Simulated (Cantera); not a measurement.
What does this Cantera script print?

```python
import numpy as np
import cantera as ct

gas_names = """
    NO O3 N2 VO2 NO2
""".split()
cond_names = """
    V2O4(I) V2O4(II) V2O4(L) VN(s)
""".split()


def load(file, names, dense=False):
    # The tables refer to 1 bar. Condensed volumes are neglected.
    table = {s.name: s for s in ct.Species.list_from_file(file)}
    out = []
    for n in names:
        d = dict(table[n].input_data)
        d["thermo"] = dict(d["thermo"], **{"reference-pressure": 1e5})
        if dense:
            d["equation-of-state"] = {"model": "constant-volume", "density": "1e6 g/cm^3"}
        out.append(ct.Species.from_dict(d))
    return out


species = {s.name: s for s in load("nasa_gas.yaml", gas_names) + load("nasa_condensed.yaml", cond_names)}
# Each term lists the table entries of one substance; the one whose range holds T is used.
reactions = {
    '2 NO(g) + V2O4 = 2 O3(g) + 2 VN':
        [(-2, ['NO']), (-1, ['V2O4(I)', 'V2O4(II)', 'V2O4(L)']), (2, ['O3']), (2, ['VN(s)'])],
    'N2(g) + VO2(g) = NO2(g) + VN':
        [(-1, ['N2']), (-1, ['VO2']), (1, ['NO2']), (1, ['VN(s)'])],
}


def pick(names, T):
    return next(species[n] for n in names if species[n].thermo.min_temp <= T <= species[n].thermo.max_temp)


results = []
for label, terms in reactions.items():
    print(label)
    print("     T/K   dH/kJ  dS/(J/K)   dG/kJ   log10 K")
    for T in [300, 648, 698, 748, 798, 848, 898, 948]:
        used = [(nu, pick(names, T)) for nu, names in terms]
        dH = sum(nu * s.thermo.h(T) for nu, s in used) / 1e6
        dS = sum(nu * s.thermo.s(T) for nu, s in used) / 1e3
        dG = dH - T * dS / 1e3
        logK = -dG * 1e6 / (ct.gas_constant * T * np.log(10))
        results.append((label, T, dH, dS, dG, logK, [s.name for _, s in used]))
        print(f"{T:8g} {dH:8.1f} {dS:8.1f} {dG:8.1f} {logK:8.2f}")
```

Result:

```
2 NO(g) + V2O4 = 2 O3(g) + 2 VN
     T/K   dH/kJ  dS/(J/K)   dG/kJ   log10 K
     300   1093.9     27.4   1085.7  -189.03
     648   1078.8    -13.1   1087.3   -87.64
     698   1078.1    -14.1   1088.0   -81.42
     748   1077.6    -14.8   1088.7   -76.02
     798   1077.0    -15.6   1089.4   -71.31
     848   1076.5    -16.2   1090.2   -67.15
     898   1076.0    -16.8   1091.1   -63.46
     948   1075.5    -17.4   1091.9   -60.16
N2(g) + VO2(g) = NO2(g) + VN
     T/K   dH/kJ  dS/(J/K)   dG/kJ   log10 K
     300     49.7   -179.4    103.5   -18.02
     648     52.7   -173.2    165.0   -13.30
     698     53.4   -172.2    173.6   -12.99
     748     54.1   -171.2    182.2   -12.72
     798     54.9   -170.2    190.7   -12.48
     848     55.7   -169.2    199.2   -12.27
     898     56.5   -168.3    207.7   -12.08
     948     57.4   -167.4    216.0   -11.90
```

Source: NASA polynomial tables (part measured, part estimated), evaluated in Cantera. VN: taken at fixed stoichiometry. Condensed species are held in their standard states even where they would react or evaporate.
